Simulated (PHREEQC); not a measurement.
0.12 g of hydrous ferric oxide (600 m²/g; 0.2 weak and 0.005 strong sites per Fe, Dzombak-Morel constants, diffuse double layer) in 1 kg of water with 0.005 mol/kgw of an inert sodium salt and 8.8e-05 mol/kgw MgCl2, at 25 °C; the pH is set by adding NaOH or the inert anion's acid. Oxygen alone is held at its pressure in air (log pO2 = -0.68). The system is closed to CO2. No solid was allowed to form.

All values are PHREEQC results (ion-association model, wateq4f.dat), not measurements.

| pH | Mg sorbed (%) | surface charge σ (C/m²) | surface potential ψ (mV) |
|---|---|---|---|
| 3 | 0.0 | 0.305 | 214 |
| 3.67 | 0.0 | 0.224 | 202 |
| 5 | 0.0 | 0.092 | 158 |
| 5.67 | 0.0 | 0.052 | 129 |
| 6.33 | 0.0 | 0.028 | 97 |
| 7.67 | 5.9 | 0.005 | 27 |
| 8.33 | 38.8 | 0.000 | 2 |
| 9 | 80.6 | -0.003 | -16 |
| 10.33 | 99.8 | -0.019 | -77 |
| 11 | 100.0 | -0.038 | -109 |

Complexes and solids missing from the database can't appear. The oxide is taken as insoluble; below pH 4 it would dissolve.
